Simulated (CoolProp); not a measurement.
Vapour-liquid equilibrium of dimethyl ether (1) + 1-butene (2) at 0.13 MPa; x and y are mole fractions of (1).

Model: multi-fluid Helmholtz-energy mixture model, Wu 2011 and Lemmon 2005; pair parameters Bell 2016, in CoolProp.

| x | bubble temperature, mixture model (°C) | bubble temperature, Raoult's law (°C) | y, mixture model | y, Raoult's law |
|---|---|---|---|---|
| 0.05 | -1.9 | -1.1 | 0.118 | 0.099 |
| 0.2 | -6.9 | -5.0 | 0.377 | 0.343 |
| 0.35 | … | -8.3 | 0.550 | 0.531 |
| 0.5 | -13.3 | -11.2 | 0.676 | 0.679 |
| 0.65 | … | -13.8 | … | 0.798 |
| 0.8 | … | -16.1 | 0.872 | 0.895 |
| 0.95 | … | -18.2 | … | 0.976 |

**Question.** What belongs in the gaps?

**Answer.** 
- 0.35, bubble temperature, mixture model (°C): -10.6
- 0.65, bubble temperature, mixture model (°C): -15.4
- 0.65, y, mixture model: 0.779
- 0.8, bubble temperature, mixture model (°C): -17.1
- 0.95, bubble temperature, mixture model (°C): -18.5
- 0.95, y, mixture model: 0.966

The largest gap from Raoult's law is -2.3 K in bubble temperature, at x = 0.35. No azeotrope shows between x = 0.05 and 0.95.

Pair parameters are fitted to limited data, so mixtures are less certain than the pure fluids.
